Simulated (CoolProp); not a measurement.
Computed with CoolProp (reference Helmholtz-energy equation of state, Lemmon 2006). It is a short technical equation, of lower accuracy than the large ones.

Problem. For nitrous oxide, give the phase and the cp (kJ/(kg K)), speed of sound (m/s), Joule-Thomson coefficient (K/MPa) at 107.45 °C and 2.45 bar; 196.15 °C and 2.45 bar.

Solution. 
- 107.45 °C and 2.45 bar: gas; cp 0.960, speed of sound 298, Joule-Thomson coefficient 6.27
- 196.15 °C and 2.45 bar: gas; cp 1.03, speed of sound 329, Joule-Thomson coefficient 3.93
